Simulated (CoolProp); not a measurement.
Vapour-liquid equilibrium of hydrogen sulfide (1) + n-butane (2) at 294.4 K; x and y are mole fractions of (1).

Model: multi-fluid Helmholtz-energy mixture model, Lemmon 2006 and Bücker 2006; pair parameters Kunz 2012, in CoolProp.

**Question.** Give the bubble pressure and the first vapour's composition at x = 0.05, 0.2, 0.65. Is there an azeotrope?

**Answer.** x = 0.05: 3.596 bar, y = 0.403; x = 0.2: 7.333 bar, y = 0.726; x = 0.65: 14.35 bar, y = 0.905. No azeotrope shows between x = 0.05 and 0.95.

The pair parameters rest on a limited set of measurements; away from them the model extrapolates.
